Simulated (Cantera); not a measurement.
A perfectly stirred reactor is fed with CH₄ : C₂H₆ : O₂ : N₂ = 1 : 0.71 : 6.06 : 22.8 (molar parts), at 12800 Torr; it is adiabatic with a 750 K inlet, and is followed from long to short residence time, starting on the burning branch (τ in s: 0.041, 0.018, 0.0078, 0.0034, 0.0015, 0.00065, 0.00029, 0.00013, 5.5e-05, 2.4e-05, 1e-05, 4.6e-06).

Computed with Cantera and GRI-Mech 3.0 (53 species, 325 reactions). The pressure lies above the range GRI-Mech 3.0 was tuned for (to about 10 atm).

### Question
What does this change do: inlet temperature 750 to 450 K?

### Answer
```tsv
quantity	before	after
blow-out, bracketed by the residence times tried	burning at 10.0 µs, out at 4.60 µs	burning at 55.0 µs, out at 24.0 µs
x(CH₄) at τ = 41.0 ms	3.43e-7	1.08e-6
x(C₂H₆) at τ = 41.0 ms	3.27e-8	1.16e-7
x(O₂) at τ = 41.0 ms	0.0489	0.0506
x(C₂H₄) at τ = 41.0 ms	1.01e-7	3.93e-7
x(OH) at τ = 41.0 ms	0.00252	0.00103
x(CH₄) at τ = 0.290 ms	2.99e-5	6.04e-5
x(C₂H₆) at τ = 0.290 ms	3.71e-6	9.41e-6
x(O₂) at τ = 0.290 ms	0.0518	0.0525
x(C₂H₄) at τ = 0.290 ms	1.04e-5	2.73e-5
x(OH) at τ = 0.290 ms	0.00352	0.00203
```

### Question
What does this change do: inlet temperature 750 to 350 K?

### Answer
```tsv
quantity	before	after
blow-out, bracketed by the residence times tried	burning at 10.0 µs, out at 4.60 µs	burning at 0.130 ms, out at 55.0 µs
x(CH₄) at τ = 41.0 ms	3.43e-7	1.62e-6
x(C₂H₆) at τ = 41.0 ms	3.27e-8	1.84e-7
x(O₂) at τ = 41.0 ms	0.0489	0.0508
x(C₂H₄) at τ = 41.0 ms	1.01e-7	6.38e-7
x(OH) at τ = 41.0 ms	0.00252	0.000746
x(CH₄) at τ = 0.290 ms	2.99e-5	7.99e-5
x(C₂H₆) at τ = 0.290 ms	3.71e-6	1.31e-5
x(O₂) at τ = 0.290 ms	0.0518	0.0530
x(C₂H₄) at τ = 0.290 ms	1.04e-5	3.78e-5
x(OH) at τ = 0.290 ms	0.00352	0.00162
```
